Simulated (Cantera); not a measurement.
Adiabatic ignition

An adiabatic, constant-pressure homogeneous reactor starts with CH4 : O2 : N2 : H2O = 1 : 3.03 : 11.4 : 2.4 (molar parts), equivalence ratio 0.66, at 1225 K and 0.320 bar.

Model: GRI-Mech 3.0 (53 species, 325 reactions), integrated in Cantera.

```json
[
 {"t (s)": "2.00e-6", "T (K)": "1225", "x CH4": "0.0561", "x O2": "0.170", "x H2O": "0.135", "x NO": "<1e-12", "x O": "1.32e-12", "x CH2": "<1e-12", "x HCO": "<1e-12"},
 {"t (s)": "7.27e-6", "T (K)": "1225", "x CH4": "0.0561", "x O2": "0.170", "x H2O": "0.135", "x NO": "<1e-12", "x O": "8.04e-12", "x CH2": "<1e-12", "x HCO": "<1e-12"},
 {"t (s)": "2.64e-5", "T (K)": "1225", "x CH4": "0.0561", "x O2": "0.170", "x H2O": "0.135", "x NO": "<1e-12", "x O": "1.66e-11", "x CH2": "<1e-12", "x HCO": "<1e-12"},
 {"t (s)": "9.59e-5", "T (K)": "1225", "x CH4": "0.0561", "x O2": "0.170", "x H2O": "0.135", "x NO": "<1e-12", "x O": "2.59e-11", "x CH2": "<1e-12", "x HCO": "<1e-12"},
 {"t (s)": "0.000348", "T (K)": "1225", "x CH4": "0.0561", "x O2": "0.170", "x H2O": "0.135", "x NO": "<1e-12", "x O": "6.23e-11", "x CH2": "<1e-12", "x HCO": "<1e-12"},
 {"t (s)": "0.00126", "T (K)": "1225", "x CH4": "0.0561", "x O2": "0.170", "x H2O": "0.135", "x NO": "<1e-12", "x O": "2.43e-10", "x CH2": "<1e-12", "x HCO": "<1e-12"},
 {"t (s)": "0.00459", "T (K)": "1225", "x CH4": "0.0561", "x O2": "0.170", "x H2O": "0.135", "x NO": "<1e-12", "x O": "1.65e-9", "x CH2": "<1e-12", "x HCO": "2.05e-12"},
 {"t (s)": "0.0167", "T (K)": "1225", "x CH4": "0.0560", "x O2": "0.170", "x H2O": "0.135", "x NO": "<1e-12", "x O": "7.11e-9", "x CH2": "4.88e-12", "x HCO": "8.21e-11"},
 {"t (s)": "0.0606", "T (K)": "1232", "x CH4": "0.0547", "x O2": "0.169", "x H2O": "0.136", "x NO": "<1e-12", "x O": "4.70e-8", "x CH2": "6.38e-11", "x HCO": "2.49e-9"},
 {"t (s)": "0.220", "T (K)": "2248", "x CH4": "<1e-12", "x O2": "0.0564", "x H2O": "0.238", "x NO": "0.00226", "x O": "0.00154", "x CH2": "<1e-12", "x HCO": "1.52e-10"},
 {"t (s)": "0.800", "T (K)": "2242", "x CH4": "<1e-12", "x O2": "0.0546", "x H2O": "0.238", "x NO": "0.00594", "x O": "0.00146", "x CH2": "<1e-12", "x HCO": "1.45e-10"}
]
```
x: mole fraction; the columns are a selection and need not sum to one.

```yaml
time_of_steepest_temperature_rise: 89.7 ms
temperature at 0.800 s: 2242 K
equilibrium_temperature: 2241 K
x(CH4) at 0.800 s: <1e-12 (gas-phase equilibrium <1e-12)
x(O2) at 0.800 s: 0.0546 (gas-phase equilibrium 0.0544)
x(H2O) at 0.800 s: 0.238 (gas-phase equilibrium 0.238)
```
